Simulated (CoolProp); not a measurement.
Vapour-liquid equilibrium of ethylbenzene (1) + n-nonane (2) at 0.137 bar; x and y are mole fractions of (1).

Model: multi-fluid Helmholtz-energy mixture model, Zhou 2012 and Lemmon 2006; pair parameters Bell 2016, in CoolProp.

```json
[
 {"x": "0.05", "bubble temperature, mixture model (K)": "360.4", "bubble temperature, Raoult's law (K)": "360.9", "y, mixture model": "0.097", "y, Raoult's law": "0.082"},
 {"x": "0.125", "bubble temperature, mixture model (K)": "358.6", "bubble temperature, Raoult's law (K)": "359.6", "y, mixture model": "0.225", "y, Raoult's law": "0.195"},
 {"x": "0.2", "bubble temperature, mixture model (K)": "[?]", "bubble temperature, Raoult's law (K)": "358.4", "y, mixture model": "0.334", "y, Raoult's law": "0.298"},
 {"x": "0.275", "bubble temperature, mixture model (K)": "355.5", "bubble temperature, Raoult's law (K)": "357.2", "y, mixture model": "0.427", "y, Raoult's law": "0.393"},
 {"x": "0.35", "bubble temperature, mixture model (K)": "354.2", "bubble temperature, Raoult's law (K)": "356.1", "y, mixture model": "0.507", "y, Raoult's law": "0.480"},
 {"x": "0.425", "bubble temperature, mixture model (K)": "353.0", "bubble temperature, Raoult's law (K)": "355.1", "y, mixture model": "0.578", "y, Raoult's law": "0.559"},
 {"x": "0.5", "bubble temperature, mixture model (K)": "352.0", "bubble temperature, Raoult's law (K)": "354.0", "y, mixture model": "0.640", "y, Raoult's law": "0.633"},
 {"x": "0.575", "bubble temperature, mixture model (K)": "351.2", "bubble temperature, Raoult's law (K)": "353.0", "y, mixture model": "0.698", "y, Raoult's law": "0.701"},
 {"x": "0.65", "bubble temperature, mixture model (K)": "350.4", "bubble temperature, Raoult's law (K)": "352.1", "y, mixture model": "[?]", "y, Raoult's law": "0.763"},
 {"x": "0.725", "bubble temperature, mixture model (K)": "349.7", "bubble temperature, Raoult's law (K)": "351.1", "y, mixture model": "0.802", "y, Raoult's law": "0.821"},
 {"x": "0.8", "bubble temperature, mixture model (K)": "[?]", "bubble temperature, Raoult's law (K)": "350.2", "y, mixture model": "0.853", "y, Raoult's law": "0.875"},
 {"x": "0.875", "bubble temperature, mixture model (K)": "348.6", "bubble temperature, Raoult's law (K)": "349.3", "y, mixture model": "[?]", "y, Raoult's law": "0.925"},
 {"x": "0.95", "bubble temperature, mixture model (K)": "348.2", "bubble temperature, Raoult's law (K)": "348.5", "y, mixture model": "0.960", "y, Raoult's law": "0.971"}
]
```

What belongs in the gaps?


- 0.2, bubble temperature, mixture model (K): 356.9
- 0.65, y, mixture model: 0.751
- 0.8, bubble temperature, mixture model (K): 349.1
- 0.875, y, mixture model: 0.905

The largest gap from Raoult's law is -2.1 K in bubble temperature, at x = 0.425. No azeotrope shows between x = 0.05 and 0.95.

The pair parameters rest on a limited set of measurements; away from them the model extrapolates.
